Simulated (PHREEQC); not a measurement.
A solution holds 4.1 mmol/kgw NaF, at 25 °C. Closed to the air; pH follows from the charge balance.

Equilibrium calculation in PHREEQC: ion-association model, phreeqc.dat.

This is a speciation only: nothing precipitates in the calculation.

Problem. Predict the pH, specific conductance.

Solution. pH 7.40; specific conductance 408 µS/cm.

Complexes and solids missing from the database can't appear.
